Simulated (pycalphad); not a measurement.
Effect of Y content in Si-Y

CALPHAD calculation (pycalphad, COST 507 light-alloy database (1999)), 1 atm. The data set is of 1999 and partly superseded. Phase fractions are per mole of atoms. Diffusion is slow at the low end, where real alloys seldom reach equilibrium.

```tsv
alloy	liquidus (°C)	first solid	solidus (°C)	phases at 377 °C
Si-0.43Y (at.%)	1412	diamond (Si)	1212	diamond (Si) 0.99, SI2Y_R 0.01
Si-0.85Y (at.%)	?	diamond (Si)	1212	?
Si-1.7Y (at.%)	1402	diamond (Si)	1212	diamond (Si) 0.95, SI2Y_R 0.05
Si-3.4Y (at.%)	1383	diamond (Si)	1212	diamond (Si) 0.90, SI2Y_R 0.10
Si-6.8Y (at.%)	1329	diamond (Si)	1212	diamond (Si) 0.80, SI2Y_R 0.20
```

Task: Complete the blanks.

Result: 
- Si-0.85Y (at.%), liquidus (°C): 1409
- Si-0.85Y (at.%), phases at 377 °C: diamond (Si) 0.97, SI2Y_R 0.03

Database names, with the compositions (at.%) that they take in these runs: SI2Y_R: Si 67 Y 33.
